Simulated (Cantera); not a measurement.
Feed: 1 mol Si, 5.1 mol Cl2, 1.8 mol H2, 0.91 mol F2, held at 1202 °C and 57.8 Torr.

These are equilibrium values from Cantera (NASA tables, ideal gas, pure condensed phases), not measurements of a reactor. Candidate condensed phases: Si; 37 gas species. The tables' values for SiCl3 are old estimates; treat these amounts as uncertain. The numbers say what is thermodynamically allowed, not how fast it happens.

Base state: HCl 0.500, Cl2 0.264, Cl 0.0912, SiCl4 0.0775, SiF4 0.0626, HF 0.00457, SiCl3 1.16e-5 (mole fractions); condensed: gas only.

### Question
What changes in the equilibrium state with this change: temperature from 1202 °C to 475 °C?

### Answer
```
species   before    after
-------  -------  -------
HCl        0.500    0.529
Cl2        0.264    0.325
SiCl4     0.0775   0.0800
Cl        0.0912  5.30e-6
SiF4      0.0626   0.0668
SiCl3    1.16e-5    <1e-9
HF       0.00457  4.61e-5
```

### Question
What changes in the equilibrium state with this change: F2 from 0.91 to 9.1 mol?

### Answer
```
species   before     after
-------  -------  --------
ClF      1.48e-7     0.465
HF       0.00457     0.215
F        2.35e-8     0.167
HCl        0.500   1.47e-6
Cl2        0.264    0.0519
SiCl4     0.0775     <1e-9
Cl        0.0912    0.0404
SiF4      0.0626    0.0597
F2         <1e-9  0.000364
SiCl3    1.16e-5     <1e-9
```

### Question
What changes in the equilibrium state with this change: H2 from 1.8 to 0.7 mol?

### Answer
| species | before | after |
|---|---|---|
| Cl2 | 0.264 | 0.482 |
| HCl | 0.500 | 0.228 |
| Cl | 0.0912 | 0.123 |
| SiF4 | 0.0626 | 0.0742 |
| SiCl4 | 0.0775 | 0.0901 |
| HF | 0.00457 | 0.00210 |
| SiCl3 | 1.16e-5 | 9.99e-6 |
